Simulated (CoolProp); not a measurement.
The numbers come from the reference Helmholtz-energy equation of state, Zhou 2012 in CoolProp.

### Question
Give the vapour pressure (MPa), enthalpy of vaporisation (kJ/kg), surface tension (mN/m), liquid viscosity (µPa s) of saturated m-xylene at 225.75 °C.

### Answer
```csv
T (°C),p (MPa),enthalpy of vaporisation (kJ/kg),surface tension (mN/m),liquid viscosity (µPa s)
225.75,0.659,277,8.07,123
```

Viscosity comes from a separate model (Cao 2016). Surface tension comes from a separate correlation (Mulero 2014).
